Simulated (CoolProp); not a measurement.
Values from CoolProp's reference Helmholtz-energy equation of state, Schroeder 2014.

**Question.** Give the vapour pressure (bar), enthalpy of vaporisation (kJ/kg), liquid cp (kJ/(kg K)), vapour Z of saturated ethanol at 431.1, 438 K.

**Answer.** 
```csv
T (K),p (bar),enthalpy of vaporisation (kJ/kg),liquid cp (kJ/(kg K)),vapour Z
431.1,12.0,664,3.94,0.840
438,14.1,642,4.03,0.822
```
